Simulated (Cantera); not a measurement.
An isothermal, constant-pressure homogeneous reactor starts with 0.460 % CO, 2.88 % O2, 0.748 % H2O, 95.9 % N2, at 1425 K and 13300 Pa.

Detailed kinetics in Cantera: GRI-Mech 3.0 (53 species, 325 reactions).

Question: Predict: x(CO) at 50.0 s; x(O2) at 50.0 s; x(H2O) at 50.0 s; x(CO2) at 50.0 s; x(NO) at 50.0 s.

Answer: 
```
Item                                                Result
----------------  ----------------------------------------
x(CO) at 50.0 s    1.17e-7 (gas-phase equilibrium 1.17e-7)
x(O2) at 50.0 s      0.0265 (gas-phase equilibrium 0.0264)
x(H2O) at 50.0 s   0.00749 (gas-phase equilibrium 0.00749)
x(CO2) at 50.0 s   0.00461 (gas-phase equilibrium 0.00461)
x(NO) at 50.0 s   7.53e-7 (gas-phase equilibrium 0.000327)
```
